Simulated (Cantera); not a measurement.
Cantera run, input and output.

```python
import numpy as np
import cantera as ct

gas = ct.Solution("gri30.yaml")


def delay(T, t_max=10):
    gas.TPX = T, 860000, {'CH4': 1, 'O2': 4.08, 'N2': 15.3}
    reactor = ct.IdealGasConstPressureReactor(gas, clone=False)
    net = ct.ReactorNet([reactor])
    net.rtol, net.atol = 1e-8, 1e-16
    while net.time < t_max:
        t_old, T_old = net.time, reactor.T
        net.step()
        if reactor.T > T + 400:  # ignition: a rise of 400 K
            return t_old + (T + 400 - T_old) / (reactor.T - T_old) * (net.time - t_old)
    return np.nan


taus = []
for T in [1050, 1125, 1200, 1275, 1350, 1425, 1500, 1575, 1650, 1725]:
    taus.append(delay(T))
    print(f"T0 = {T:6g} K   tau = {taus[-1]:.4e} s")
```

It prints:

```
T0 =   1050 K   tau = 3.4389e-02 s
T0 =   1125 K   tau = 1.1096e-02 s
T0 =   1200 K   tau = 4.0975e-03 s
T0 =   1275 K   tau = 1.6591e-03 s
T0 =   1350 K   tau = 7.2208e-04 s
T0 =   1425 K   tau = 3.3494e-04 s
T0 =   1500 K   tau = 1.6492e-04 s
T0 =   1575 K   tau = 8.6010e-05 s
T0 =   1650 K   tau = 4.7441e-05 s
T0 =   1725 K   tau = 2.7615e-05 s
```

Cantera simulation using GRI-Mech 3.0 (53 species, 325 reactions); the numbers are that mechanism's predictions, not measurements.
